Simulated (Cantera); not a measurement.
Input (Python, Cantera) and output of one run.

```python
import numpy as np
import cantera as ct

gas_names = """
    AL ALC ALH ALN ALO ALOH ALO2 ALO2H AL2 AL2O AL2O2 C CH CH2 CH3 CH2OH CH3O CH4 CH3OH CN CO CO2 COOH
    C2 C2H CHCO,ketyl C2H2,acetylene C2H2,vinylidene CH2CO,ketene C2H3,vinyl CH3CN CH3CO,acetyl C2H4
    C2H4O,ethylen CH3CHO,ethanal CH3COOH (HCOOH)2 C2H5 C2H6 CH3OCH3 C2H5OH CCN CNC C2N2 C2O C3
    C3H3,propargyl C3H4,allene C3H4,propyne C3H4,cyclo- C3H5,allyl C3H6,propylene C3H6,cyclo- C3H6O
    C3H7,n-propyl C3H7,i-propyl C3H8 C3H8O,1propanol C3H8O,2propanol C3O2 C4 C4H2 C4H4,1,3-cyclo-
    C4H6,butadiene C4H6,2-butyne C4H6,cyclo- C4H8,1-butene C4H8,cis2-buten C4H8,tr2-butene
    C4H8,isobutene C4H8,cyclo- (CH3COOH)2 C4H9,n-butyl C4H9,i-butyl C4H9,s-butyl C4H9,t-butyl
    C4H10,isobutane C4H10,n-butane C4N2 C5 C5H6,1,3cyclo- C5H8,cyclo- C5H10,1-pentene C5H10,cyclo-
    C5H11,pentyl C5H11,t-pentyl C5H12,n-pentane C5H12,i-pentane CH3C(CH3)2CH3 C6H2 C6H5,phenyl
    C6H5O,phenoxy C6H6 C6H5OH,phenol C6H10,cyclo- C6H12,1-hexene C6H12,cyclo- C6H13,n-hexyl C7H7,benzyl
    C7H8 C7H8O,cresol C7H14,1-heptene C7H15,n-heptyl C7H16,n-heptane C8H8,styrene C8H10,ethylbenz
    C8H16,1-octene C8H17,n-octyl C8H18,isooctane C8H18,n-octane C9H19,n-nonyl C10H8,naphthale
    C10H21,n-decyl C12H9,o-bipheny C12H10,bipheny H HALO HCN HCO HCCN HNC HNCO HNO HNO2 HNO3 HO2 H2
    HCHO,formaldehy HCOOH H2O H2O2 N NCO NH NH2 NH3 NH2OH NO NO2 NO3 N2 N2H2 N2H4 N2O O OH O2 O3
""".split()
cond_names = """
    AL(cr) AL(L) ALN(s) AL2O3(a) AL2O3(L) C(gr) C6H6(L) C7H8(L) C8H18(L),n-octa H2O(s) H2O(L)
""".split()


def load(file, names, dense=False):
    # The tables refer to 1 bar. Condensed volumes are neglected.
    table = {s.name: s for s in ct.Species.list_from_file(file)}
    out = []
    for n in names:
        d = dict(table[n].input_data)
        d["thermo"] = dict(d["thermo"], **{"reference-pressure": 1e5})
        if dense:
            d["equation-of-state"] = {"model": "constant-volume", "density": "1e6 g/cm^3"}
        out.append(ct.Species.from_dict(d))
    return out


gas = ct.Solution(thermo="ideal-gas", species=load("nasa_gas.yaml", gas_names))
cond = {s.name: ct.Solution(thermo="fixed-stoichiometry", species=[s], name=s.name)
        for s in load("nasa_condensed.yaml", cond_names, dense=True)}
atoms = {
    'Al(CH3)3': {'AL': 1, 'C': 3, 'H': 9},
    'O2': {'O': 2},
    'N2': {'N': 2},
    'NH3': {'N': 1, 'H': 3},
}
top_T = {'ALN(s)': 2750, 'C(gr)': 4500}  # K; cautious upper limits of use, not melting points


def equilibrate(T, P, feed):
    n = {}
    for name, mol in feed.items():
        for a, k in atoms[name].items():
            n[a] = n.get(a, 0.0) + k * mol
    gas.TPX = T, P, n
    mass = sum(n.values()) * gas.mean_molecular_weight
    gas.equilibrate("TP")
    valid = [c for c in cond.values() if c.min_temp <= T <= top_T.get(c.name, c.max_temp)]
    mix = ct.Mixture([(gas, mass / gas.mean_molecular_weight)] + [(c, 0.0) for c in valid])
    mix.T, mix.P = T, P
    mix.equilibrate("TP", solver="vcs", rtol=1e-11, max_steps=5000)
    return mix


results = []
feed = {'Al(CH3)3': 1, 'O2': 0.29, 'N2': 11, 'NH3': 0.0023}  # mol
P = 133.322  # Pa
for T in [1148, 1198, 1248, 1298, 1348, 1398, 1448, 1498, 1548, 1598, 1648, 1698]:
    mix = equilibrate(T, P, feed)
    results.append((T, P, feed, dict(zip(mix.species_names, mix.species_moles))))

top = {s: max(r[3][s] / sum(r[3][g] for g in gas_names) for r in results) for s in gas_names}
cols = sorted((s for s in top if top[s] > 1e-05), key=lambda s: -top[s])[:9]
seen = [c for c in cond_names if any(r[3].get(c, 0) > 1e-12 for r in results)]
print("log10 of partial pressures in bar; condensed amounts in mol")
print(f"{'T/K':>10s}" + "".join(f"{s[:9]:>10s}" for s in cols + seen))
for T, P, feed, n in results:
    ng = sum(n[g] for g in gas_names)
    print(f"{T:10.4g}" + "".join(f"{np.log10(max(n[s] / ng * P / 1e5, 1e-99)):10.3f}" for s in cols)
          + "".join(f"{n.get(c, 0):10.4g}" for c in seen))
```

Output:

```
log10 of partial pressures in bar; condensed amounts in mol
       T/K        N2        H2        CO         H       HCN        AL       HNC C2H2,acet    ALN(s)  AL2O3(a)     C(gr)
      1148    -3.030    -3.404    -5.310    -8.847    -7.606   -15.520   -10.028   -10.835    0.6507    0.1747     2.944
      1198    -3.033    -3.406    -4.872    -8.424    -7.357   -14.301    -9.663   -10.411    0.7162    0.1419     2.845
      1248    -3.040    -3.411    -4.471    -8.036    -7.131   -13.179    -9.331   -10.025    0.8747   0.06264     2.607
      1298    -3.047    -3.414    -4.304    -7.677    -6.923   -12.144    -9.024    -9.668         1         0     2.419
      1348    -3.047    -3.414    -4.304    -7.343    -6.725   -11.190    -8.736    -9.334         1         0     2.418
      1398    -3.047    -3.414    -4.304    -7.032    -6.542   -10.305    -8.469    -9.025         1         0     2.417
      1448    -3.047    -3.415    -4.304    -6.743    -6.372    -9.482    -8.220    -8.738         1         0     2.415
      1498    -3.047    -3.415    -4.304    -6.472    -6.213    -8.715    -7.988    -8.470         1         0     2.413
      1548    -3.047    -3.415    -4.304    -6.219    -6.064    -7.998    -7.772    -8.220    0.9999         0      2.41
      1598    -3.047    -3.416    -4.305    -5.982    -5.926    -7.326    -7.569    -7.985    0.9994         0     2.406
      1648    -3.047    -3.417    -4.305    -5.759    -5.796    -6.696    -7.379    -7.766    0.9976         0       2.4
      1698    -3.048    -3.418    -4.305    -5.549    -5.674    -6.103    -7.200    -7.560    0.9906         0     2.394
```

Equilibrium computed with Cantera from the NASA thermochemical tables; the gas is ideal and each condensed phase is pure. The feed counts by its element totals alone. Mutual solubility and eutectic melting of coexisting phases are not modelled.
